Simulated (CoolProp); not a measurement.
Saturated liquid density (kg/m³) of R1336mzz(E): the reference equation beside estimates from Tc = 130.4 °C, pc = 2.779 MPa, ω = 0.413. Rackett uses Z = 0.29056 − 0.08775 ω.

Computed with CoolProp (reference Helmholtz-energy equation of state, Akasaka 2023).

```tsv
T (°C)	reference	Rackett	Redlich-Kwong	Peng-Robinson
-31.15	1478	1533	1233	1463
-15.95	1440	1488	1195	1427
-0.75	1399	1442	1154	1387
14.45	1357	1393	1109	1342
29.65	1311	1342	1060	1291
44.85	1261	1287	1007	1232
60.05	1205	1227	949.0	1165
75.25	1141	1160	883.3	1087
90.45	1065	1083	807.9	992.0
105.65	969.5	989.7	717.1	872.4
120.85	830.2	854.4	593.7	702.4
```

Absolute difference from the reference over all 11 rows, mean and median: Rackett 2.5 and 2.4 %, Redlich-Kwong 21.0 and 20.1 %, Peng-Robinson 4.4 and 2.3 %.
